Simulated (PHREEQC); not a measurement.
Consider water at 25 °C with 0.0037 mol/kgw TMAH, 0.00023 mol/kgw NaAlO2 and 0.14 mol/kgw (CH3)4NCl. Closed to the air; pH follows from the charge balance.

All values are PHREEQC results (ion-association model, wateq4f.dat), not measurements.

This is a speciation only: nothing precipitates in the calculation.

Question: Estimate the pH.

Answer: pH 11.44.

Species that the database lacks are ignored. (CH3)4N+ isn't in the database: it is added as a free cation with an ion size of 4 Å.
